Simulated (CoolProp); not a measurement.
Model: reference Helmholtz-energy equation of state, Zhou 2012, in CoolProp.

Problem. For ethylbenzene, give the phase and the Z, cv (kJ/(kg K)), speed of sound (m/s), fugacity coefficient at 346.85 °C and 6.79 MPa; 346.85 °C and 11.3 MPa; 346.85 °C and 13.6 MPa.

Solution. 
- 346.85 °C and 6.79 MPa: supercritical; Z 0.278, cv 2.32, speed of sound 290, fugacity coefficient 0.407
- 346.85 °C and 11.3 MPa: supercritical; Z 0.422, cv 2.30, speed of sound 405, fugacity coefficient 0.292
- 346.85 °C and 13.6 MPa: supercritical; Z 0.494, cv 2.30, speed of sound 447, fugacity coefficient 0.264
